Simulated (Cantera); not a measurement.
Charge: 1 mol SiO2, 0.43 mol CH4, 8 mol N2, equilibrated at 0.00490 bar.

These are equilibrium values from Cantera (NASA tables, ideal gas, pure condensed phases), not measurements of a reactor. Candidate condensed phases: C, C6H6, C7H8, C8H18, H2O, Si, SiC, SiO2, Si2N2O, Si3N4; 151 gas species. The tables hold silica as quartz up to 1696 K and as liquid above; real silica turns to tridymite and cristobalite and melts near 1996 K. The numbers say what is thermodynamically allowed, not how fast it happens.

**Question.** What share of the Si ends up in condensed phases as a function of T (K), at 1675, 1700, 1725, 1750, 1775, 1800, 1825, 1850, 1875, 1900, 1925, 1950, 1975, 2000?

**Answer.** 
```csv
T (K),Si condensed (%),as
1675,56.9,SiO2(β-quartz)
1700,56.9,SiO2(condensed)
1725,56.8,SiO2(condensed)
1750,56.6,SiO2(condensed)
1775,56.4,SiO2(condensed)
1800,56.0,SiO2(condensed)
1825,55.5,SiO2(condensed)
1850,54.7,SiO2(condensed)
1875,53.5,SiO2(condensed)
1900,51.8,SiO2(condensed)
1925,49.6,SiO2(condensed)
1950,46.7,SiO2(condensed)
1975,43.1,SiO2(condensed)
2000,38.7,SiO2(l)
```
